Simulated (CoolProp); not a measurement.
Vapour-liquid equilibrium of R22 (1) + R114 (2) at 334.7 K; x and y are mole fractions of (1).

Model: multi-fluid Helmholtz-energy mixture model, Kamei 1995 and Platzer 1990; pair parameters Bell 2016, in CoolProp. This equation is an older, rougher fit; its heat capacities, sound speeds and derivatives of the liquid may be far off and weren't checked against measurements.

Q: Give the bubble pressure and the first vapour's composition at x = 0.05, 0.8, 0.95. Is there an azeotrope?

A: x = 0.05: 0.7345 MPa, y = 0.190; x = 0.8: 2.126 MPa, y = 0.895; x = 0.95: 2.410 MPa, y = 0.974. No azeotrope shows between x = 0.05 and 0.95.

Pair parameters are fitted to limited data, so mixtures are less certain than the pure fluids.
